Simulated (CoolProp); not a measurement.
Properties of normal hydrogen along the isobar 101 kPa (Tc = -240.0 °C, pc = 1296 kPa, ω = -0.219).

Values from CoolProp's reference Helmholtz-energy equation of state, Leachman 2009.

| T (°C) | phase | Joule-Thomson coefficient (K/MPa) | expansivity (1/kK) | conductivity (mW/(m K)) |
|---|---|---|---|---|
| -243.35 | gas | 10.17 | 36.70 | 24.2 |
| -228.45 | gas | 5.657 | 23.11 | 34.4 |
| -213.55 | gas | 3.615 | 17.04 | 43.7 |
| -198.65 | gas | 2.450 | 13.54 | 52.7 |
| -183.75 | gas | 1.702 | 11.24 | 61.8 |
| -168.95 | gas | 1.196 | 9.628 | 71.0 |
| -154.05 | gas | 0.8382 | 8.413 | 80.7 |
| -139.15 | gas | 0.5798 | 7.472 | 90.5 |

Thermal conductivity comes from a separate model (Assael 2011).
